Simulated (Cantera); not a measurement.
Input: 1 mol MgSO4, 0.053 mol H2, 0.21 mol CO2, at 1.00 mbar.

These are equilibrium values from Cantera (NASA tables, ideal gas, pure condensed phases), not measurements of a reactor. Candidate condensed phases: C, C6H6, C7H8, C8H18, H2O, H2SO4, Mg, MgCO3, MgO, Mg(OH)2, MgS, MgSO4, S; 130 gas species. Gases not in the tables: S3 to S7. The numbers say what is thermodynamically allowed, not how fast it happens.

Question: Which condensed phases are stable at each of these points (T (K)): 600, 750, 900, 1050, 1200, 1350, 1500, 1650, 1800, 1950, 2100?

Answer: 
| T (K) | condensed phases | Mg condensed (%) |
|---|---|---|
| 600 | MgO(s) + MgSO4(s) | 100.0 |
| 750 | MgO(s) + MgSO4(s) | 100.0 |
| 900 | MgO(s) + MgSO4(s) | 100.0 |
| 1050 | MgO(s) | 100.0 |
| 1200 | MgO(s) | 100.0 |
| 1350 | MgO(s) | 100.0 |
| 1500 | MgO(s) | 100.0 |
| 1650 | MgO(s) | 100.0 |
| 1800 | MgO(s) | 100.0 |
| 1950 | MgO(s) | 100.0 |
| 2100 | MgO(s) | 99.6 |

From 600 K to 900 K the condensed part is MgO(s) + MgSO4(s). From 1050 K to 2100 K the condensed part is MgO(s).
